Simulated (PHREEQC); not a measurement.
A solution holds 12 mmol/kgw HCl, 0.11 mmol/kgw Al2(SO4)3 and 0.57 mmol/kgw Na2SO4, at 82 °C. It is in equilibrium with CO2 at log p = -2 (atm). Otherwise closed; pH follows from the charge balance.

Computed with PHREEQC (ion-association model, phreeqc.dat).

Each row changes one thing in this solution. No solid was allowed to form.

| case | pH | ionic strength (mol/kgw) | HSO4- (mol/kgw) | SO4-2 (mol/kgw) | Al+3 (mol/kgw) | AlSO4+ (mol/kgw) | SI of Gibbsite (Al(OH)3) | SI of Halite (NaCl) |
|---|---|---|---|---|---|---|---|---|
| as made | 1.99 | 0.0138 | 0.000630 | 0.000217 | 0.000166 | 5.12e-5 | -3.67 | -6.59 |
| HCl from 0.012 to 0.06 mol/kgw | 1.31 | 0.0617 | 0.000812 | 7.83e-5 | 0.000210 | 9.02e-6 | -5.91 | -5.98 |
| temperature from 82 to 55 °C | 1.99 | 0.0140 | 0.000492 | (withheld) | (withheld) | 6.28e-5 | -4.86 | -6.57 |
| temperature from 82 to 25 °C | 1.98 | 0.0143 | 0.000348 | 0.000484 | 0.000154 | 6.52e-5 | -6.39 | -6.54 |
| temperature from 82 to 85 °C | 2.00 | 0.0138 | 0.000645 | 0.000204 | 0.000167 | 4.95e-5 | -3.55 | -6.59 |

**Question.** Complete the blanks.

**Answer.** 
- temperature from 82 to 55 °C, SO4-2 (mol/kgw): 0.000343
- temperature from 82 to 55 °C, Al+3 (mol/kgw): 0.000156

At this temperature some constants are extrapolated from 25 °C, and those without enthalpy data are left unchanged.
